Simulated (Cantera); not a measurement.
Charge: 1 mol MgO, 2.1 mol SO₂, 7.5 mol H₂O, held at 0.270 bar.

Method: chemical equilibrium by Gibbs-energy minimisation in Cantera with the NASA 1993 tables (ideal gas, pure condensed phases). Candidate condensed phases: H₂O, H₂SO₄, Mg, MgO, Mg(OH)₂, MgS, MgSO₄, S; 26 gas species. The numbers say what is thermodynamically allowed, not how fast it happens. All values below are at 900 °C.

Base state: H₂O 0.781, SO₂ 0.219, H₂ 2.00e-5, SO₃ 1.96e-5 (mole fractions); condensed: MgO(s).

Q: What changes in the equilibrium state with this change: MgO replaced by FeS₂?

A: 
```tsv
species	before	after
H₂O	0.781	0.715
SO₂	0.219	0.223
S₂	<1e-9	0.0302
H₂S	<1e-9	0.0216
S₂O	<1e-9	0.00134
SH	<1e-9	4.99e-5
SO	3.21e-7	0.000156
SO₃	1.96e-5	4.21e-8
H₂	2.00e-5	0.00871
MgO(s), mol	1.00	0
FeS(s), mol	0	1.000
```
FeS: taken at fixed stoichiometry. Gases not in the tables: S₃ to S₇. Further candidate phases: Fe, FeO, Fe(OH)₂, Fe(OH)₃, FeS, FeSO₄, FeS₂, Fe₂O₃, Fe₂(SO₄)₃, Fe₃O₄.
